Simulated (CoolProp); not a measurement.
o-xylene at several states: fugacity coefficient from the reference equation and from simpler models built on Tc = 630.3 K, pc = 37.37 bar, ω = 0.312; each cubic takes its own stable root.

Model: reference Helmholtz-energy equation of state, Zhou 2012, in CoolProp.

```tsv
T (K)	p (bar)	phase	reference
351.5	4.01	liquid	0.02980
418.6	33.9	liquid	0.03340
486.7	7.36	liquid	0.5713
469.1	1.72	gas	0.9517
```

### Question
How far does each simpler model (van der Waals, Redlich-Kwong, Soave-Redlich-Kwong, Peng-Robinson) lie from the reference over these 4 states: mean and median of the absolute difference, and the worst?

### Answer
- van der Waals: mean 516.6 %, median 247.0 %, worst +1570.1 % at 351.5 K and 4.01 bar
- Redlich-Kwong: mean 83.2 %, median 73.0 %, worst +185.5 % at 351.5 K and 4.01 bar
- Soave-Redlich-Kwong: mean 2.3 %, median 2.5 %, worst +3.2 % at 486.7 K and 7.36 bar
- Peng-Robinson: mean 1.0 %, median 1.0 %, worst +1.4 % at 486.7 K and 7.36 bar

At some of these states van der Waals gives the other phase, because its saturation line lies elsewhere.
